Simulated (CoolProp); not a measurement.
Computed with CoolProp (reference Helmholtz-energy equation of state, Outcalt 1996). It is a modified Benedict-Webb-Rubin equation, recast in Helmholtz form.

Give the vapour pressure (MPa), liquid density (kg/m³), enthalpy of vaporisation (kJ/kg), liquid viscosity (µPa s) of saturated R152A at 280.8, 291.8 K.


```
T (K)  p (MPa)  liquid density (kg/m³)  enthalpy of vaporisation (kJ/kg)  liquid viscosity (µPa s)
-----  -------  ----------------------  --------------------------------  ------------------------
280.8    0.345                     942                               299                       198
291.8    0.492                     915                               287                       174
```

Viscosity comes from a separate model (Bell 2016), an estimate that may be off by 10 % or more.
